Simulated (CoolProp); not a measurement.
Properties of cyclohexane along the isotherm 80.05 °C.

The numbers come from the reference Helmholtz-energy equation of state, Zhou 2014 in CoolProp.

```csv
p (kPa),phase,speed of sound (m/s),Joule-Thomson coefficient (K/MPa),expansivity (1/kK),viscosity (µPa s),fugacity coefficient
64.5,gas,189.1,28.02,3.067,8.10,0.9770
115,liquid,997.2,-0.3271,1.414,415,0.8335
204,liquid,997.9,-0.3275,1.413,415,0.4715
363,liquid,999.3,-0.3281,1.410,416,0.2667
645,liquid,1002,-0.3293,1.405,418,0.1518
1150,liquid,1006,-0.3313,1.396,421,0.08685
2040,liquid,1013,-0.3347,1.380,426,0.05072
3630,liquid,1026,-0.3405,1.354,435,0.03035
6450,liquid,1049,-0.3499,1.311,451,0.01909
11500,liquid,1086,-0.3643,1.245,481,0.01305
20400,liquid,1146,-0.3840,1.150,535,0.01039
```

Viscosity comes from a separate model (Tariq 2014).
